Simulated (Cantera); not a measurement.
Charge: 1 mol C₂F₆, 0.23 mol HCl, equilibrated at 823.15 K and 1.00 bar.

Cantera equilibrium calculation (NASA polynomials, part measured and part estimated; ideal gas, pure solids and liquids). Candidate condensed phases: C, C₆H₆, C₇H₈, C₈H₁₈; 118 gas species. The feed counts by its element totals alone. Condensed phases not in the tables: fluorocarbon polymer. Gases not in the tables: C₂F₆ and larger saturated fluorocarbons. The numbers say what is thermodynamically allowed, not how fast it happens.

Base state: CF₄ 0.843, HCl 0.0997, HF 0.0328, CClF₃ 0.0163, Cl₂ 0.00768, CCl₂F₂ 0.000530, CCl₃F 2.00e-5 (mole fractions); condensed: C(graphite).

### Question
What changes in the equilibrium state with this change: pressure from 1.00 bar to 1.40e-5 bar?

### Answer
| species | before | after |
|---|---|---|
| CF₄ | 0.843 | 0.823 |
| HF | 0.0328 | 0.0900 |
| Cl₂ | 0.00768 | 0.0434 |
| HCl | 0.0997 | 0.0400 |
| CClF₃ | 0.0163 | 0.00232 |
| Cl | 1.38e-6 | 0.000878 |
| CCl₃F | 2.00e-5 | 6.11e-8 |
| CCl₂F₂ | 0.000530 | 1.11e-5 |
| C(graphite), mol | 0.507 | 0.539 |

### Question
What changes in the equilibrium state with this change: HCl from 0.23 to 0.85 mol?

### Answer
```json
[
 {"species": "CF₄", "before": "0.843", "after": "0.603"},
 {"species": "HCl", "before": "0.0997", "after": "0.300"},
 {"species": "HF", "before": "0.0328", "after": "0.0587"},
 {"species": "Cl₂", "before": "0.00768", "after": "0.0183"},
 {"species": "CClF₃", "before": "0.0163", "after": "0.0195"},
 {"species": "CCl₄", "before": "4.15e-6", "after": "2.36e-5"},
 {"species": "CCl₃F", "before": "2.00e-5", "after": "6.78e-5"},
 {"species": "C(graphite), mol", "before": "0.507", "after": "0.522"}
]
```
